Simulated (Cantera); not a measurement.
A closed system holds: 1 mol CH3OH, 0.099 mol O2, equilibrated at 2548 K.

Equilibrium computed with Cantera from the NASA thermochemical tables; the gas is ideal and each condensed phase is pure. Candidate condensed phases: C, C6H6, C7H8, C8H18, H2O; 110 gas species. Rates play no part.

**Question.** At 0.400 bar, list the 6 most abundant gas species with their mole fractions, and the condensed phases.

**Answer.** H2 0.576, CO 0.322, H2O 0.0587, H 0.0371, CO2 0.00518, OH 0.000827. Condensed: gas only.
